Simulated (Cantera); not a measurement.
A closed system holds: 1 mol toluene, 47 mol H2, at 2700 K.

These are equilibrium values from Cantera (NASA tables, ideal gas, pure condensed phases), not measurements of a reactor. Candidate condensed phases: C, C6H6, C7H8, C8H18; 76 gas species. The ideal-gas law is rough above about 30 bar. Rates play no part.

**Question.** Which condensed phases are stable at each of these points (P (Pa)): 10, 56, 320, 1800, 10000, 56000, 320000, 1800000, 10000000?

**Answer.** 
```json
[
 {"P (Pa)": "10", "condensed phases": "gas only", "C condensed (%)": "0.0"},
 {"P (Pa)": "56", "condensed phases": "C(graphite)", "C condensed (%)": "14.6"},
 {"P (Pa)": "320", "condensed phases": "C(graphite)", "C condensed (%)": "67.7"},
 {"P (Pa)": "1800", "condensed phases": "C(graphite)", "C condensed (%)": "69.8"},
 {"P (Pa)": "10000", "condensed phases": "C(graphite)", "C condensed (%)": "67.8"},
 {"P (Pa)": "56000", "condensed phases": "C(graphite)", "C condensed (%)": "66.6"},
 {"P (Pa)": "320000", "condensed phases": "C(graphite)", "C condensed (%)": "65.7"},
 {"P (Pa)": "1800000", "condensed phases": "C(graphite)", "C condensed (%)": "64.0"},
 {"P (Pa)": "10000000", "condensed phases": "C(graphite)", "C condensed (%)": "56.8"}
]
```

At 10.0 Pa nothing is condensed. From 56.0 Pa to 100 bar the condensed part is C(graphite).
